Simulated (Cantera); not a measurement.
Cantera run:

```python
import numpy as np
import cantera as ct

gas_names = [...]  # 110 gases of nasa_gas.yaml made of C, H, O
cond_names = """
    C(gr) C6H6(L) C7H8(L) C8H18(L),n-octa H2O(s) H2O(L)
""".split()


# ... load() reads the species with a 1 bar reference pressure and builds the phases ...
atoms = {
    'CO2': {'C': 1, 'O': 2},
    'H2O': {'H': 2, 'O': 1},
}
top_T = {'C(gr)': 4500}  # K; cautious upper limits of use, not melting points


# ... equilibrate(T, P, feed) seeds the gas with the atoms and calls Mixture.equilibrate('TP', solver="vcs", rtol=1e-11, max_steps=5000) ...
results = []
feed = {'CO2': 1, 'H2O': 0.35}  # mol
P = 250  # Pa
for T in [2523, 2598, 2673, 2748, 2823, 2898, 2973, 3048, 3123, 3198]:
    mix = equilibrate(T, P, feed)
    results.append((T, P, feed, dict(zip(mix.species_names, mix.species_moles))))
    x = sorted(zip(gas.X, gas.species_names), reverse=True)
    print(f"T = {T:g} K  P = {P:g} Pa  gas = {mix.phase_moles(0):.4g} mol")
    print("   x: " + "  ".join(f"{s} {v:.3e}" for v, s in x if v > 1e-06))
    print("   condensed (mol): " + ("  ".join(f"{mix.phase(i).name} {mix.phase_moles(i):.4g}"
          for i in range(1, mix.n_phases) if mix.phase_moles(i) > 1e-12) or "none"))
```

Output:

```
T = 2523 K  P = 250 Pa  gas = 2.008 mol
   x: CO 3.452e-01  CO2 1.528e-01  O2 1.357e-01  O 1.195e-01  H 9.127e-02  H2O 7.477e-02  OH 5.385e-02  H2 2.696e-02  HO2 2.121e-06
   condensed (mol): none
T = 2598 K  P = 250 Pa  gas = 2.169 mol
   x: CO 3.566e-01  O 1.639e-01  O2 1.263e-01  H 1.217e-01  CO2 1.044e-01  OH 5.316e-02  H2O 4.834e-02  H2 2.556e-02  HO2 1.946e-06
   condensed (mol): none
T = 2673 K  P = 250 Pa  gas = 2.339 mol
   x: CO 3.590e-01  O 2.132e-01  H 1.517e-01  O2 1.097e-01  CO2 6.855e-02  OH 4.809e-02  H2O 2.784e-02  H2 2.190e-02  HO2 1.585e-06
   condensed (mol): none
T = 2748 K  P = 250 Pa  gas = 2.504 mol
   x: CO 3.557e-01  O 2.632e-01  H 1.771e-01  O2 8.908e-02  CO2 4.370e-02  OH 3.991e-02  H2 1.700e-02  H2O 1.430e-02  HO2 1.147e-06
   condensed (mol): none
T = 2823 K  P = 250 Pa  gas = 2.649 mol
   x: CO 3.502e-01  O 3.093e-01  H 1.958e-01  O2 6.779e-02  OH 3.074e-02  CO2 2.730e-02  H2 1.219e-02  H2O 6.671e-03
   condensed (mol): none
T = 2898 K  P = 250 Pa  gas = 2.767 mol
   x: O 3.481e-01  CO 3.445e-01  H 2.081e-01  O2 4.877e-02  OH 2.239e-02  CO2 1.685e-02  H2 8.304e-03  H2O 2.920e-03
   condensed (mol): none
T = 2973 K  P = 250 Pa  gas = 2.857 mol
   x: O 3.781e-01  CO 3.397e-01  H 2.158e-01  O2 3.360e-02  OH 1.573e-02  CO2 1.036e-02  H2 5.520e-03  H2O 1.237e-03
   condensed (mol): none
T = 3048 K  P = 250 Pa  gas = 2.92 mol
   x: O 3.995e-01  CO 3.360e-01  H 2.205e-01  O2 2.251e-02  OH 1.085e-02  CO2 6.395e-03  H2 3.648e-03  H2O 5.208e-04
   condensed (mol): none
T = 3123 K  P = 250 Pa  gas = 2.964 mol
   x: O 4.142e-01  CO 3.334e-01  H 2.235e-01  O2 1.487e-02  OH 7.430e-03  CO2 3.985e-03  H2 2.423e-03  H2O 2.214e-04
   condensed (mol): none
T = 3198 K  P = 250 Pa  gas = 2.992 mol
   x: O 4.238e-01  CO 3.317e-01  H 2.254e-01  O2 9.792e-03  OH 5.100e-03  CO2 2.516e-03  H2 1.626e-03  H2O 9.604e-05
   condensed (mol): none
```

Cantera equilibrium calculation (NASA polynomials, part measured and part estimated; ideal gas, pure solids and liquids).
